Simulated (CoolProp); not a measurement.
Vapour pressure (kPa) of tetrahydrofuran: the reference equation beside estimates from Tc = 267.0 °C, pc = 5304 kPa, ω = 0.234.

The numbers come from the reference Helmholtz-energy equation of state, Fiedler 2023 in CoolProp.

| T (°C) | reference | Lee-Kesler | van der Waals | Redlich-Kwong | Peng-Robinson |
|---|---|---|---|---|---|
| 106.45 | 321.1 | 321.3 | 1084 | 479.1 | 319.9 |
| 118.95 | 434.0 | 436.4 | 1276 | 625.2 | 433.2 |
| 131.45 | 574.7 | 580.0 | 1488 | 800.6 | 575.0 |
| 143.95 | 747.1 | 756.2 | 1722 | 1008 | 749.6 |
| 156.45 | 955.5 | 969.2 | 1978 | 1250 | 961.6 |
| 168.95 | 1204 | 1223 | 2257 | 1530 | 1216 |
| 181.45 | 1498 | 1523 | 2560 | 1850 | 1517 |
| 193.95 | 1843 | 1873 | 2886 | 2212 | 1871 |
| 206.45 | 2244 | 2280 | 3237 | 2620 | 2283 |
| 218.95 | 2707 | 2750 | 3613 | 3075 | 2759 |
| 231.45 | 3243 | 3291 | 4015 | 3579 | 3305 |
| 243.95 | 3863 | 3911 | 4443 | 4134 | 3928 |

Absolute difference from the reference over all 12 rows, mean and median: Lee-Kesler 1.2 and 1.5 %, van der Waals 96.6 and 79.2 %, Redlich-Kwong 26.4 and 25.3 %, Peng-Robinson 1.1 and 1.1 %.
